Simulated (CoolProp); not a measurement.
Vapour-liquid equilibrium of R1234yf (1) + R1234ze(E) (2) at 66.15 °C; x and y are mole fractions of (1).

Model: multi-fluid Helmholtz-energy mixture model, Lemmon 2022 and Thol 2016; pair parameters Bell 2022, in CoolProp.

| x | bubble pressure, mixture model (kPa) | bubble pressure, Raoult's law (kPa) | y, mixture model | y, Raoult's law |
|---|---|---|---|---|
| 0.05 | 1499 | 1496 | 0.060 | 0.063 |
| 0.2 | 1565 | 1556 | 0.229 | 0.242 |
| 0.35 | 1627 | 1617 | 0.386 | 0.407 |
| 0.5 | 1687 | 1678 | 0.536 | 0.561 |
| 0.65 | 1745 | 1739 | 0.680 | 0.703 |
| 0.8 | 1802 | 1800 | 0.820 | 0.836 |
| 0.95 | 1861 | 1861 | 0.956 | 0.960 |

The largest gap from Raoult's law is +0.6 % in bubble pressure, at x = 0.35. No azeotrope shows between x = 0.05 and 0.95.

Pair parameters are fitted to limited data, so mixtures are less certain than the pure fluids.
